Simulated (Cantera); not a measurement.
Input: 1 mol Pb, 0.1 mol NH3, 300 mol N2, held at 3.60 bar.

Equilibrium computed with Cantera from the NASA thermochemical tables; the gas is ideal and each condensed phase is pure. Candidate condensed phases: Pb; 11 gas species. Rates play no part. All values below are at 1275 K.

Base state: N2 0.999, Pb 0.000524, H2 0.000499 (mole fractions); condensed: Pb(l).

What changes in the equilibrium state with this change: pressure from 3.60 bar to 13.3 mbar?


```tsv
species	before	after
N2	0.999	0.996
Pb	0.000524	0.00332
H2	0.000499	0.000498
Pb(l), mol	0.843	0
```
